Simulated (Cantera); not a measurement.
## Silicon nitride deposition: SiH4 + N2

Charge: 1 mol SiH4, 41 mol N2, at 1275 K and 1330 Pa.

Equilibrium computed with Cantera from the NASA thermochemical tables; the gas is ideal and each condensed phase is pure. Candidate condensed phases: Si, Si3N4; 18 gas species. N2 is the only nitrogen source here; it is nearly inert below about 1500 K, so the nitride shown seldom forms there in practice. The numbers say what is thermodynamically allowed, not how fast it happens.

```json
{
  "x(N2)": "0.953",
  "x(H2)": "0.0472",
  "x(H)": "1.39e-6",
  "n(Si3N4(s))": "0.333 mol",
  "gas_amount": "42.33 mol",
  "log10 activity of Si(s) (absent)": "-3.13"
}
```
